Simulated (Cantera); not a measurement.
A perfectly stirred reactor is fed with NH3 : N2 = 1 : 0.25 (molar parts), at 46.5 Torr; it is held at 1823 K, and followed from long to short residence time.

Cantera simulation using the gas-phase N/H chemistry of the illustrative SiF4/NH3 mechanism in the Surface Chemkin manual (1991); the numbers are that mechanism's predictions, not measurements. Walls and surfaces, which speed up NH3 decomposition in real reactors, are not modelled.

Q: What does this change do: temperature 1823 to 1423 K?

A: 
| quantity | before | after |
|---|---|---|
| x(NH3) at τ = 16.0 s | 0.107 | 0.780 |
| x(NH) at τ = 16.0 s | 2.72e-6 | 5.87e-8 |
| x(N2H2) at τ = 16.0 s | 2.52e-7 | 4.32e-7 |
| x(N) at τ = 16.0 s | 2.33e-7 | 5.50e-10 |
| x(H) at τ = 16.0 s | 0.000265 | 3.38e-7 |
| x(NH3) at τ = 0.280 s | 0.703 | 0.800 |
| x(NH) at τ = 0.280 s | 4.09e-6 | 2.82e-8 |
| x(N2H2) at τ = 0.280 s | 3.27e-6 | 2.51e-7 |
| x(N) at τ = 0.280 s | 1.12e-7 | 6.81e-12 |
| x(H) at τ = 0.280 s | 2.13e-5 | 4.37e-9 |

Q: What does this change do: N2 0.25 to 2.3 parts?

A: 
```csv
quantity,before,after
x(NH3) at τ = 16.0 s,0.107,0.0474
x(NH) at τ = 16.0 s,2.72e-6,2.35e-6
x(N2H2) at τ = 16.0 s,2.52e-7,1.23e-7
x(N) at τ = 16.0 s,2.33e-7,2.79e-7
x(H) at τ = 16.0 s,0.000265,0.000189
x(NH3) at τ = 0.280 s,0.703,0.269
x(NH) at τ = 0.280 s,4.09e-6,3.79e-6
x(N2H2) at τ = 0.280 s,3.27e-6,1.21e-6
x(N) at τ = 0.280 s,1.12e-7,1.51e-7
x(H) at τ = 0.280 s,2.13e-5,1.71e-5
```
